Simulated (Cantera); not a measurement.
Charge: 1 mol FeS₂, 2.7 mol H₂S, 0.035 mol CO₂, equilibrated at 0.133 bar.

Method: chemical equilibrium by Gibbs-energy minimisation in Cantera with the NASA 1993 tables (ideal gas, pure condensed phases). Candidate condensed phases: C, C₆H₆, C₇H₈, C₈H₁₈, Fe, Fe(CO)₅, FeO, Fe(OH)₂, Fe(OH)₃, FeS, FeSO₄, FeS₂, Fe₂O₃, Fe₂(SO₄)₃, Fe₃O₄, H₂O, H₂SO₄, S; 127 gas species. FeS: taken at fixed stoichiometry. Gases not in the tables: S₃ to S₇. The numbers say what is thermodynamically allowed, not how fast it happens.

x: gas mole fraction; n: condensed amount in mol.

```tsv
T (°C)	x H₂S	x H₂	x S₂	x H₂O	x CO	x COS	x CO₂	n FeS₂(s)	n FeS(s)
575	0.941	0.0237	0.0135	0.00956	0.00328	0.00421	0.00410	1.00	0
625	0.882	0.0187	0.0776	0.00967	0.00284	0.00427	0.00341	0.604	0.396
675	0.793	0.0218	0.165	0.00946	0.00319	0.00369	0.00251	0	1.00
725	0.771	0.0367	0.172	0.0100	0.00456	0.00303	0.00180	0	1.00
775	0.740	0.0575	0.181	0.0103	0.00581	0.00236	0.00123	0	1.00
825	0.701	0.0846	0.193	0.0104	0.00680	0.00178	0.000830	0	1.00
875	0.655	[?]	0.207	0.0103	0.00750	[?]	[?]	0	1.00
925	0.602	0.154	0.223	0.0102	0.00796	0.000989	0.000384	0	1.00
975	0.546	0.194	0.240	0.00992	0.00823	0.000741	0.000270	0	1.00
1025	0.488	0.234	0.257	0.00967	0.00836	0.000561	0.000197	0	1.00
1075	[?]	[?]	0.273	0.00942	0.00841	[?]	[?]	0	1.00
1125	0.378	0.312	0.289	0.00917	0.00840	0.000333	0.000114	0	1.00
```

Task: Some entries are withheld; supply them.

Result: 
- 875, x H₂: 0.117
- 875, x COS: 0.00133
- 875, x CO₂: 0.000559
- 1075, x H₂S: 0.431
- 1075, x H₂: 0.274
- 1075, x COS: 0.000429
- 1075, x CO₂: 0.000148
